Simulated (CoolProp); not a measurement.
Hexamethyldisiloxane (MM) along the isobar 2220 kPa: Z from the reference equation and from simpler models built on Tc = 518.7 K, pc = 1931 kPa, ω = 0.418; each cubic takes its own stable root.

Model: reference Helmholtz-energy equation of state, Thol 2016, in CoolProp.

| T (K) | phase | reference | van der Waals | Redlich-Kwong | Soave-Redlich-Kwong | Peng-Robinson |
|---|---|---|---|---|---|---|
| 244 | liquid | 0.2173 | 0.3619 | 0.2452 | 0.2375 | 0.2117 |
| 259.8 | liquid | 0.2081 | 0.3448 | 0.2342 | (withheld) | 0.2014 |
| 275.7 | liquid | 0.2001 | 0.3300 | 0.2248 | 0.2162 | 0.1924 |
| 291.5 | liquid | 0.1932 | 0.3172 | 0.2167 | 0.2078 | 0.1848 |
| 307.3 | liquid | 0.1872 | 0.3060 | 0.2099 | 0.2006 | 0.1782 |
| 323.2 | liquid | 0.1820 | 0.2963 | 0.2041 | 0.1944 | 0.1725 |
| 339 | liquid | 0.1776 | 0.2879 | (withheld) | 0.1892 | 0.1678 |
| 354.9 | liquid | 0.1739 | 0.2807 | 0.1955 | 0.1850 | 0.1639 |
| 370.7 | liquid | 0.1708 | (withheld) | 0.1925 | 0.1817 | 0.1609 |
| 386.6 | liquid | (withheld) | 0.2697 | 0.1904 | 0.1793 | 0.1587 |
| 402.4 | liquid | 0.1666 | 0.2659 | 0.1893 | 0.1779 | 0.1573 |
| 418.3 | liquid | 0.1655 | 0.2632 | 0.1892 | 0.1775 | 0.1570 |
| 434.1 | liquid | 0.1652 | 0.2617 | 0.1903 | 0.1784 | 0.1578 |

### Question
Some entries are withheld; supply them.

### Answer

- 259.8, Soave-Redlich-Kwong: 0.2261
- 339, Redlich-Kwong: 0.1994
- 370.7, van der Waals: 0.2747
- 386.6, reference: 0.1684
